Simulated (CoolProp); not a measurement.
A single-stage vapour-compression cycle with the fluid: evaporating at 200.15 K (dew point), condensing at 262.15 K (bubble point), superheat 5 K, subcooling 2 K, compressor efficiency 0.75, no pressure losses. The same conditions are run with several fluids, on thermodynamics alone (safety and materials aside).

Computed with CoolProp (reference Helmholtz-energy equation of state of each fluid (R115: Lemmon 2016; nitrous oxide: Lemmon 2006; R125: Lemmon 2005; ethylene: Smukala 2000; CH3F (R41): Lemmon 2006; fluoroethane (R161): Wu 2012)).

### Question
Rank R115, nitrous oxide, R125, ethylene, CH3F (R41), fluoroethane (R161) by cooling COP, highest first.

### Answer
fluoroethane (R161) (1.90), R125 (1.79), R115 (1.77), CH3F (R41) (1.74), nitrous oxide (1.69), ethylene (1.52)

| fluid | pressure ratio | discharge temperature (K) | refrigerating effect (kJ/kg) | volumetric capacity (kJ/m³) |
|---|---|---|---|---|
| R115 | 18.6 | 284.4 | 84.2 | 127 |
| nitrous oxide | 9.89 | 384.8 | 249 | 1580 |
| R125 | 18.8 | 299.6 | 112 | 199 |
| ethylene | 6.91 | 342.2 | 265 | 2190 |
| CH3F (R41) | 11.1 | 393.6 | 354 | 998 |
| fluoroethane (R161) | 21.1 | 361.3 | 348 | 140 |
